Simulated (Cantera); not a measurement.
Input: 1 mol HBr, 0.069 mol H2, 1.3 mol O2, equilibrated at 1773 K and 0.100 bar.

Method: chemical equilibrium by Gibbs-energy minimisation in Cantera with the NASA 1993 tables (ideal gas, pure condensed phases). Candidate condensed phases: Br2, H2O; 12 gas species. Equilibrium is a limit: real reactors are often held back by kinetics, nucleation or transport.

Base state: O2 0.415, Br 0.322, H2O 0.197, HBr 0.0543, Br2 0.00983, OH 0.00173, O 0.000191, H2 4.04e-5 (mole fractions); condensed: gas only.

**Question.** What changes in the equilibrium state with this change: HBr replaced by H2S?

**Answer.** 
```csv
species,before,after
H2O,0.197,0.470
SO2,0,0.408
H2,4.04e-5,0.0615
O2,0.415,1.02e-6
Br,0.322,0
HBr,0.0543,0
S2,0,0.0334
SO,0,0.0186
Br2,0.00983,0
H2S,0,0.00422
```
Further candidate phases: H2SO4, S.

**Question.** What changes in the equilibrium state with this change: temperature from 1773 K to 1423.15 K?

**Answer.** 
| species | before | after |
|---|---|---|
| O2 | 0.415 | 0.448 |
| H2O | 0.197 | 0.217 |
| Br | 0.322 | 0.188 |
| Br2 | 0.00983 | 0.0935 |
| HBr | 0.0543 | 0.0531 |
| O | 0.000191 | 2.86e-6 |
| H2 | 4.04e-5 | 6.57e-7 |
| OH | 0.00173 | 0.000122 |

**Question.** What changes in the equilibrium state with this change: H2 from 0.069 to 0.26 mol?

**Answer.** 
| species | before | after |
|---|---|---|
| O2 | 0.415 | 0.366 |
| Br | 0.322 | 0.304 |
| H2O | 0.197 | 0.259 |
| HBr | 0.0543 | 0.0606 |
| H2 | 4.04e-5 | 5.65e-5 |
| Br2 | 0.00983 | 0.00875 |
